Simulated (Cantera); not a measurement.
A closed system holds: 1 mol CaCO3, 0.063 mol H2O, 9.9 mol H2, held at 2.10 mbar.

These are equilibrium values from Cantera (NASA tables, ideal gas, pure condensed phases), not measurements of a reactor. Candidate condensed phases: C, C6H6, C7H8, C8H18, Ca, CaCO3, CaO, Ca(OH)2, H2O; 115 gas species. Kinetics and transport are ignored.

Q: Which condensed phases are stable at each of these points (T (K)): 548, 648, 748, 848, 948, 1048, 1148, 1248, 1348, 1448, 1548, 1648, 1748, 1848?

A: 
```json
[
 {"T (K)": "548", "condensed phases": "CaCO3(calcite) + CaO(s)", "Ca condensed (%)": "100.0"},
 {"T (K)": "648", "condensed phases": "CaCO3(calcite) + CaO(s)", "Ca condensed (%)": "100.0"},
 {"T (K)": "748", "condensed phases": "CaCO3(calcite) + CaO(s)", "Ca condensed (%)": "100.0"},
 {"T (K)": "848", "condensed phases": "CaO(s)", "Ca condensed (%)": "100.0"},
 {"T (K)": "948", "condensed phases": "CaO(s)", "Ca condensed (%)": "100.0"},
 {"T (K)": "1048", "condensed phases": "CaO(s)", "Ca condensed (%)": "100.0"},
 {"T (K)": "1148", "condensed phases": "CaO(s)", "Ca condensed (%)": "100.0"},
 {"T (K)": "1248", "condensed phases": "CaO(s)", "Ca condensed (%)": "100.0"},
 {"T (K)": "1348", "condensed phases": "CaO(s)", "Ca condensed (%)": "100.0"},
 {"T (K)": "1448", "condensed phases": "CaO(s)", "Ca condensed (%)": "100.0"},
 {"T (K)": "1548", "condensed phases": "CaO(s)", "Ca condensed (%)": "100.0"},
 {"T (K)": "1648", "condensed phases": "CaO(s)", "Ca condensed (%)": "100.0"},
 {"T (K)": "1748", "condensed phases": "CaO(s)", "Ca condensed (%)": "100.0"},
 {"T (K)": "1848", "condensed phases": "CaO(s)", "Ca condensed (%)": "100.0"}
]
```

From 548 K to 748 K the condensed part is CaCO3(calcite) + CaO(s). From 848 K to 1848 K the condensed part is CaO(s).
